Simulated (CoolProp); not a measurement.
Model: reference Helmholtz-energy equation of state, Gao 2022, in CoolProp.

Question: Give the vapour pressure (bar), liquid density (kg/m³), vapour density (kg/m³), enthalpy of vaporisation (kJ/kg) of saturated n-perfluorohexane at 93.15 °C.

Answer: 
```json
[
 {"T (°C)": "93.15", "p (bar)": "2.97", "liquid density (kg/m³)": "1450", "vapour density (kg/m³)": "38.3", "enthalpy of vaporisation (kJ/kg)": "73.2"}
]
```
